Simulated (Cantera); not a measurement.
Cantera with NASA thermochemical tables; ideal gases at 1 bar, condensed phases pure. Values are per mole of reaction as written; species without (g) are pure solids or liquids, kept so even where they would boil at 1 bar.

Nb2O5 + H2O(g) → 2 NbO2(g) + 2 OH(g), with ΔH° = 1820.0 kJ and ΔS° = 587.0 J/K at 300 K.

Problem. How far is the shortcut ΔG° ≈ ΔH°(300 K) − T·ΔS°(300 K) from the full temperature-dependent value at 1998, 2073, 2148, 2223, 2298, 2373, 2448, 2523, 2598 K?

Solution. 
```json
[
 {"T (K)": "1998", "shortcut (kJ)": "647.2", "full (kJ)": "730.6", "difference (kJ)": "-83.4", "difference in log10 K": "2.18", "condensed phases": "Nb2O5(l)"},
 {"T (K)": "2073", "shortcut (kJ)": "603.2", "full (kJ)": "697.0", "difference (kJ)": "-93.8", "difference in log10 K": "2.36", "condensed phases": "Nb2O5(l)"},
 {"T (K)": "2148", "shortcut (kJ)": "559.2", "full (kJ)": "663.6", "difference (kJ)": "-104.5", "difference in log10 K": "2.54", "condensed phases": "Nb2O5(l)"},
 {"T (K)": "2223", "shortcut (kJ)": "515.1", "full (kJ)": "630.6", "difference (kJ)": "-115.4", "difference in log10 K": "2.71", "condensed phases": "Nb2O5(l)"},
 {"T (K)": "2298", "shortcut (kJ)": "471.1", "full (kJ)": "597.8", "difference (kJ)": "-126.7", "difference in log10 K": "2.88", "condensed phases": "Nb2O5(l)"},
 {"T (K)": "2373", "shortcut (kJ)": "427.1", "full (kJ)": "565.3", "difference (kJ)": "-138.2", "difference in log10 K": "3.04", "condensed phases": "Nb2O5(l)"},
 {"T (K)": "2448", "shortcut (kJ)": "383.1", "full (kJ)": "533.0", "difference (kJ)": "-150.0", "difference in log10 K": "3.20", "condensed phases": "Nb2O5(l)"},
 {"T (K)": "2523", "shortcut (kJ)": "339.0", "full (kJ)": "501.0", "difference (kJ)": "-162.0", "difference in log10 K": "3.35", "condensed phases": "Nb2O5(l)"},
 {"T (K)": "2598", "shortcut (kJ)": "295.0", "full (kJ)": "469.2", "difference (kJ)": "-174.2", "difference in log10 K": "3.50", "condensed phases": "Nb2O5(l)"}
]
```
The shortcut ignores heat capacities and the phase changes listed.
